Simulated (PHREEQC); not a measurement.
Make-up at 49 °C: 31 mmol/kgw HNO3, 0.83 mmol/kgw ZnSO4 and 0.22 mmol/kgw MnSO4. Closed to the air; pH follows from the charge balance.

Computed with PHREEQC (ion-association model, phreeqc.dat).

Each row changes one thing in this solution. This is a speciation only: nothing precipitates in the calculation.

```tsv
case	pH	HSO4- (mol/kgw)	SO4-2 (mol/kgw)	MnSO4 (mol/kgw)	Mn(NO3)2 (mol/kgw)
as made	1.58	0.000750	0.000280	4.20e-6	2.75e-7
HNO3 from 0.031 to 0.0155 mol/kgw	1.88	0.000610	0.000402	7.92e-6	8.49e-8
diluted 10-fold with water	2.54	3.00e-5	___	2.58e-7	5.33e-10
temperature from 49 to 75 °C	1.59	0.000869	0.000167	3.48e-6	2.50e-7
temperature from 49 to 65 °C	1.58	0.000827	___	3.83e-6	2.59e-7
ZnSO4 replaced by CaSO4 at the same molality	1.58	0.000750	0.000280	4.20e-6	2.75e-7
0.00061 mol/kgw H2SO4 added	1.57	0.00119	0.000436	6.40e-6	2.69e-7
```

Question: What belongs in the gaps?

Answer: 
- diluted 10-fold with water, SO4-2 (mol/kgw): 7.37e-5
- temperature from 49 to 65 °C, SO4-2 (mol/kgw): 0.000207

Species that the database lacks are ignored. Constants without temperature data keep their 25 °C values here.
